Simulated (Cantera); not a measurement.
Mixture: 5.94 % CH4, 0.374 % C2H6, 1.13 % C3H8, 19.4 % O2, 73.1 % N2, at 17300 Torr, adiabatic and at constant pressure. Ignition delay is the time to a rise of 400 K.

Model: GRI-Mech 3.0 (53 species, 325 reactions), integrated in Cantera. GRI-Mech 3.0 was tuned for natural gas; its chemistry of propane as a main component is partial and can be far from experiment. The pressure lies above the range GRI-Mech 3.0 was tuned for (to about 10 atm).

**Question.** Predict: delay at 1300 K; delay at 1450 K; delay at 1600 K; delay at 1750 K; delay at 1900 K; apparent activation energy between 1750 and 1900 K.

**Answer.** 
```json
{
 "delay at 1300 K": "0.188 ms",
 "delay at 1450 K": "33.6 µs",
 "delay at 1600 K": "8.32 µs",
 "delay at 1750 K": "2.88 µs",
 "delay at 1900 K": "1.30 µs",
 "apparent activation energy between 1750 and 1900 K": "150 kJ/mol"
}
```
